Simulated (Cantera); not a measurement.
Feed: 1 mol SiC, 0.017 mol CO₂, 2.7 mol N₂, 0.097 mol N₂O, held at 850 °C and 100 Torr.

Equilibrium computed with Cantera from the NASA thermochemical tables; the gas is ideal and each condensed phase is pure. Candidate condensed phases: C, Si, SiC, SiO₂, Si₂N₂O, Si₃N₄; 34 gas species. Mutual solubility and eutectic melting of coexisting phases are not modelled. Equilibrium is a limit: real reactors are often held back by kinetics, nucleation or transport.

Question: What is the equilibrium state?

Answer: 
```json
{
  "x(N₂)": "1.00",
  "n(C(graphite))": "1.02 mol",
  "n(Si₂N₂O(s))": "0.131 mol",
  "n(Si₃N₄(s))": "0.246 mol",
  "gas_amount": "2.174 mol",
  "log10 activity of Si(s) (absent)": "-5.19"
}
```
